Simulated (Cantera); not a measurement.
Feed: 1 mol Ti, 0.085 mol C3H8, equilibrated at 0.0100 bar.

These are equilibrium values from Cantera (NASA tables, ideal gas, pure condensed phases), not measurements of a reactor. Candidate condensed phases: C, C6H6, C7H8, C8H18, Ti, TiC; 77 gas species. Mutual solubility and eutectic melting of coexisting phases are not modelled. TiC: taken at fixed stoichiometry. Condensed phases not in the tables: N, O or C dissolved in the metal. Rates play no part.

x: gas mole fraction; n: condensed amount in mol.

```json
[
 {"T (K)": "1100", "x H2": "1.00", "x H": "___", "x Ti": "<1e-12", "n Ti(α)": "0.745", "n TiC(s)": "0.255", "n Ti(β)": "0"},
 {"T (K)": "1150", "x H2": "1.000", "x H": "___", "x Ti": "1.39e-12", "n Ti(α)": "0.745", "n TiC(s)": "0.255", "n Ti(β)": "0"},
 {"T (K)": "1200", "x H2": "1.000", "x H": "___", "x Ti": "1.04e-11", "n Ti(α)": "0", "n TiC(s)": "0.255", "n Ti(β)": "0.745"},
 {"T (K)": "1250", "x H2": "1.000", "x H": "___", "x Ti": "6.65e-11", "n Ti(α)": "0", "n TiC(s)": "0.255", "n Ti(β)": "0.745"},
 {"T (K)": "1300", "x H2": "1.000", "x H": "___", "x Ti": "3.67e-10", "n Ti(α)": "0", "n TiC(s)": "0.255", "n Ti(β)": "0.745"},
 {"T (K)": "1350", "x H2": "1.000", "x H": "___", "x Ti": "1.78e-9", "n Ti(α)": "0", "n TiC(s)": "0.255", "n Ti(β)": "0.745"},
 {"T (K)": "1400", "x H2": "1.000", "x H": "___", "x Ti": "7.72e-9", "n Ti(α)": "0", "n TiC(s)": "0.255", "n Ti(β)": "0.745"},
 {"T (K)": "1450", "x H2": "1.000", "x H": "___", "x Ti": "3.02e-8", "n Ti(α)": "0", "n TiC(s)": "0.255", "n Ti(β)": "0.745"},
 {"T (K)": "1500", "x H2": "1.000", "x H": "___", "x Ti": "1.08e-7", "n Ti(α)": "0", "n TiC(s)": "0.255", "n Ti(β)": "0.745"}
]
```

**Question.** Some entries are withheld; supply them.

**Answer.** 
- 1100, x H: 2.59e-7
- 1150, x H: 7.46e-7
- 1200, x H: 1.97e-6
- 1250, x H: 4.83e-6
- 1300, x H: 1.11e-5
- 1350, x H: 2.38e-5
- 1400, x H: 4.86e-5
- 1450, x H: 9.46e-5
- 1500, x H: 0.000176
